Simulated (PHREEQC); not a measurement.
# Polishing slurry liquid (model solution)

A solution holds 140 mmol/kgw H2SO4, 42 mmol/kgw KNO3 and 78 mmol/kgw CuSO4, at 25 °C. Closed to the air; pH follows from the charge balance.

Computed with PHREEQC (ion-association model, phreeqc.dat).

Each row changes one thing in this solution. This is a speciation only: nothing precipitates in the calculation.

```
case                                  pH  ionic strength (mol/kgw)  HSO4- (mol/kgw)  Cu+2 (mol/kgw)  SO4-2 (mol/kgw)  K+ (mol/kgw)
----------------------------------  ----  ------------------------  ---------------  --------------  ---------------  ------------
as made                             0.98                     0.373            0.144          0.0512           0.0445        0.0393
diluted 100-fold with water         2.64                   0.00664         0.000305        0.000659       (withheld)      0.000416
KNO3 from 0.042 to 0.0042 mol/kgw   0.98                     0.331            0.146          0.0499           0.0436       0.00393
diluted 5-fold with water           1.55                    0.0892           0.0218          0.0103           0.0161       0.00806
CuSO4 from 0.078 to 0.117 mol/kgw   1.02                     0.443            0.155          0.0742           0.0562        0.0389
diluted 2-fold with water           1.23                     0.199           0.0654          0.0253           0.0288        0.0199
temperature from 25 to 70 °C        1.09                     0.349            0.173          0.0595           0.0238        0.0394
CuSO4 from 0.078 to 0.0858 mol/kgw  0.99                     0.388            0.146      (withheld)           0.0468        0.0393
CuSO4 from 0.078 to 0.0702 mol/kgw  0.97                     0.359            0.141          0.0464           0.0423        0.0394
```

**Question.** Fill in the missing entries.

**Answer.** 
- diluted 100-fold with water, SO4-2 (mol/kgw): 0.00175
- CuSO4 from 0.078 to 0.0858 mol/kgw, Cu+2 (mol/kgw): 0.0559

Constants without temperature data keep their 25 °C values here.
